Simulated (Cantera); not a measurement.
A Cantera script and what it prints.

```python
import numpy as np
import cantera as ct

gas_names = """
    C CH CH2 CH3 CH2OH CH3O CH4 CH3OH CO CO2 COOH C2 C2H CHCO,ketyl C2H2,acetylene C2H2,vinylidene
    CH2CO,ketene C2H3,vinyl CH3CO,acetyl C2H4 C2H4O,ethylen CH3CHO,ethanal CH3COOH (HCOOH)2 C2H5 C2H6
    CH3OCH3 C2H5OH C2O C3 C3H3,propargyl C3H4,allene C3H4,propyne C3H4,cyclo- C3H5,allyl C3H6,propylene
    C3H6,cyclo- C3H6O C3H7,n-propyl C3H7,i-propyl C3H8 C3H8O,1propanol C3H8O,2propanol C3O2 C4 C4H2
    C4H4,1,3-cyclo- C4H6,butadiene C4H6,2-butyne C4H6,cyclo- C4H8,1-butene C4H8,cis2-buten
    C4H8,tr2-butene C4H8,isobutene C4H8,cyclo- (CH3COOH)2 C4H9,n-butyl C4H9,i-butyl C4H9,s-butyl
    C4H9,t-butyl C4H10,isobutane C4H10,n-butane C5 C5H6,1,3cyclo- C5H8,cyclo- C5H10,1-pentene
    C5H10,cyclo- C5H11,pentyl C5H11,t-pentyl C5H12,n-pentane C5H12,i-pentane CH3C(CH3)2CH3 C6H2
    C6H5,phenyl C6H5O,phenoxy C6H6 C6H5OH,phenol C6H10,cyclo- C6H12,1-hexene C6H12,cyclo- C6H13,n-hexyl
    C7H7,benzyl C7H8 C7H8O,cresol C7H14,1-heptene C7H15,n-heptyl C7H16,n-heptane C8H8,styrene
    C8H10,ethylbenz C8H16,1-octene C8H17,n-octyl C8H18,isooctane C8H18,n-octane C9H19,n-nonyl
    C10H8,naphthale C10H21,n-decyl C12H9,o-bipheny C12H10,bipheny H HCO HO2 H2 HCHO,formaldehy HCOOH H2O
    H2O2 Na NaH NaO NaOH Na2 Na2O Na2O2H2 O OH O2 O3
""".split()
cond_names = """
    C(gr) C6H6(L) C7H8(L) C8H18(L),n-octa H2O(s) H2O(L) Na(cr) Na(L) NaOH(a) NaOH(L) NaO2(s) Na2CO3(I)
    Na2CO3(II) Na2CO3(L) Na2O(c) Na2O(a) Na2O(L) Na2O2(a) Na2O2(b)
""".split()


def load(file, names, dense=False):
    # The tables refer to 1 bar. Condensed volumes are neglected.
    table = {s.name: s for s in ct.Species.list_from_file(file)}
    out = []
    for n in names:
        d = dict(table[n].input_data)
        d["thermo"] = dict(d["thermo"], **{"reference-pressure": 1e5})
        if dense:
            d["equation-of-state"] = {"model": "constant-volume", "density": "1e6 g/cm^3"}
        out.append(ct.Species.from_dict(d))
    return out


gas = ct.Solution(thermo="ideal-gas", species=load("nasa_gas.yaml", gas_names))
cond = {s.name: ct.Solution(thermo="fixed-stoichiometry", species=[s], name=s.name)
        for s in load("nasa_condensed.yaml", cond_names, dense=True)}
atoms = {
    'NaOH': {'Na': 1, 'O': 1, 'H': 1},
    'H2O': {'H': 2, 'O': 1},
    'CO2': {'C': 1, 'O': 2},
}
top_T = {'C(gr)': 4500, 'NaO2(s)': 800, 'Na2O2(b)': 940}  # K; cautious upper limits of use, not melting points


def equilibrate(T, P, feed):
    n = {}
    for name, mol in feed.items():
        for a, k in atoms[name].items():
            n[a] = n.get(a, 0.0) + k * mol
    gas.TPX = T, P, n
    mass = sum(n.values()) * gas.mean_molecular_weight
    gas.equilibrate("TP")
    valid = [c for c in cond.values() if c.min_temp <= T <= top_T.get(c.name, c.max_temp)]
    mix = ct.Mixture([(gas, mass / gas.mean_molecular_weight)] + [(c, 0.0) for c in valid])
    mix.T, mix.P = T, P
    mix.equilibrate("TP", solver="vcs", rtol=1e-11, max_steps=5000)
    return mix


results = []
P = 63  # Pa
for T in [1123, 1173, 1223, 1273, 1323, 1373, 1423, 1473, 1523, 1573, 1623, 1673, 1723, 1773]:
    for m in [0.3, 0.37, 0.45, 0.56, 0.68, 0.84, 1, 1.3, 1.5, 1.9, 2.3, 2.9, 3.5]:
        feed = {'NaOH': 1, 'H2O': m, 'CO2': 0.097}  # mol
        mix = equilibrate(T, P, feed)
        results.append((T, P, feed, dict(zip(mix.species_names, mix.species_moles))))

for T, P, feed, n in results:
    print(f"{T:7g} {feed['H2O']:10.4g}  " + (" + ".join(c for c in cond_names if n.get(c, 0) > 1e-12) or "gas only"))
```

Result:

```
   1123        0.3  Na2CO3(II)
   1123       0.37  Na2CO3(II)
   1123       0.45  Na2CO3(II)
   1123       0.56  Na2CO3(II)
   1123       0.68  Na2CO3(II)
   1123       0.84  Na2CO3(II)
   1123          1  Na2CO3(II)
   1123        1.3  Na2CO3(II)
   1123        1.5  Na2CO3(II)
   1123        1.9  Na2CO3(II)
   1123        2.3  Na2CO3(II)
   1123        2.9  Na2CO3(II)
   1123        3.5  Na2CO3(II)
   1173        0.3  Na2CO3(L)
   1173       0.37  Na2CO3(L)
   1173       0.45  Na2CO3(L)
   1173       0.56  Na2CO3(L)
   1173       0.68  Na2CO3(L)
   1173       0.84  Na2CO3(L)
   1173          1  Na2CO3(L)
   1173        1.3  Na2CO3(L)
   1173        1.5  Na2CO3(L)
   1173        1.9  Na2CO3(L)
   1173        2.3  Na2CO3(L)
   1173        2.9  gas only
   1173        3.5  gas only
   1223        0.3  Na2CO3(L)
   1223       0.37  Na2CO3(L)
   1223       0.45  Na2CO3(L)
   1223       0.56  Na2CO3(L)
   1223       0.68  Na2CO3(L)
   1223       0.84  Na2CO3(L)
   1223          1  Na2CO3(L)
   1223        1.3  gas only
   1223        1.5  gas only
   1223        1.9  gas only
   1223        2.3  gas only
   1223        2.9  gas only
   1223        3.5  gas only
   1273        0.3  gas only
   1273       0.37  gas only
   1273       0.45  gas only
   1273       0.56  gas only
   1273       0.68  gas only
   1273       0.84  gas only
   1273          1  gas only
   1273        1.3  gas only
   1273        1.5  gas only
   1273        1.9  gas only
   1273        2.3  gas only
   1273        2.9  gas only
   1273        3.5  gas only
   1323        0.3  gas only
   1323       0.37  gas only
   1323       0.45  gas only
   1323       0.56  gas only
   1323       0.68  gas only
   1323       0.84  gas only
   1323          1  gas only
   1323        1.3  gas only
   1323        1.5  gas only
   1323        1.9  gas only
   1323        2.3  gas only
   1323        2.9  gas only
   1323        3.5  gas only
   1373        0.3  gas only
   1373       0.37  gas only
   1373       0.45  gas only
   1373       0.56  gas only
   1373       0.68  gas only
   1373       0.84  gas only
   1373          1  gas only
   1373        1.3  gas only
   1373        1.5  gas only
   1373        1.9  gas only
   1373        2.3  gas only
   1373        2.9  gas only
   1373        3.5  gas only
   1423        0.3  gas only
   1423       0.37  gas only
   1423       0.45  gas only
   1423       0.56  gas only
   1423       0.68  gas only
   1423       0.84  gas only
   1423          1  gas only
   1423        1.3  gas only
   1423        1.5  gas only
   1423        1.9  gas only
   1423        2.3  gas only
   1423        2.9  gas only
   1423        3.5  gas only
   1473        0.3  gas only
   1473       0.37  gas only
   1473       0.45  gas only
   1473       0.56  gas only
   1473       0.68  gas only
   1473       0.84  gas only
   1473          1  gas only
   1473        1.3  gas only
   1473        1.5  gas only
   1473        1.9  gas only
   1473        2.3  gas only
   1473        2.9  gas only
   1473        3.5  gas only
   1523        0.3  gas only
   1523       0.37  gas only
   1523       0.45  gas only
   1523       0.56  gas only
   1523       0.68  gas only
   1523       0.84  gas only
   1523          1  gas only
   1523        1.3  gas only
   1523        1.5  gas only
   1523        1.9  gas only
   1523        2.3  gas only
   1523        2.9  gas only
   1523        3.5  gas only
   1573        0.3  gas only
   1573       0.37  gas only
   1573       0.45  gas only
   1573       0.56  gas only
   1573       0.68  gas only
   1573       0.84  gas only
   1573          1  gas only
   1573        1.3  gas only
   1573        1.5  gas only
   1573        1.9  gas only
   1573        2.3  gas only
   1573        2.9  gas only
   1573        3.5  gas only
   1623        0.3  gas only
   1623       0.37  gas only
   1623       0.45  gas only
   1623       0.56  gas only
   1623       0.68  gas only
   1623       0.84  gas only
   1623          1  gas only
   1623        1.3  gas only
   1623        1.5  gas only
   1623        1.9  gas only
   1623        2.3  gas only
   1623        2.9  gas only
   1623        3.5  gas only
   1673        0.3  gas only
   1673       0.37  gas only
   1673       0.45  gas only
   1673       0.56  gas only
   1673       0.68  gas only
   1673       0.84  gas only
   1673          1  gas only
   1673        1.3  gas only
   1673        1.5  gas only
   1673        1.9  gas only
   1673        2.3  gas only
   1673        2.9  gas only
   1673        3.5  gas only
   1723        0.3  gas only
   1723       0.37  gas only
   1723       0.45  gas only
   1723       0.56  gas only
   1723       0.68  gas only
   1723       0.84  gas only
   1723          1  gas only
   1723        1.3  gas only
   1723        1.5  gas only
   1723        1.9  gas only
   1723        2.3  gas only
   1723        2.9  gas only
   1723        3.5  gas only
   1773        0.3  gas only
   1773       0.37  gas only
   1773       0.45  gas only
   1773       0.56  gas only
   1773       0.68  gas only
   1773       0.84  gas only
   1773          1  gas only
   1773        1.3  gas only
   1773        1.5  gas only
   1773        1.9  gas only
   1773        2.3  gas only
   1773        2.9  gas only
   1773        3.5  gas only
```

Method: chemical equilibrium by Gibbs-energy minimisation in Cantera with the NASA 1993 tables (ideal gas, pure condensed phases).
